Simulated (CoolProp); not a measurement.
Nitrous oxide at 476.08 K and 8.2 MPa is throttled through a valve to 1.15 MPa with no heat exchange. Each further row changes one setting.

Model: reference Helmholtz-energy equation of state, Lemmon 2006, in CoolProp. It is a short technical equation, of lower accuracy than the large ones.

| case | temperature change (K) | final density (kg/m³) |
|---|---|---|
| as stated | -27.1 | 13.8 |
| outlet pressure 0.345 MPa | -30.6 | 4.12 |
| outlet pressure 1.49 MPa | -25.7 | 17.9 |
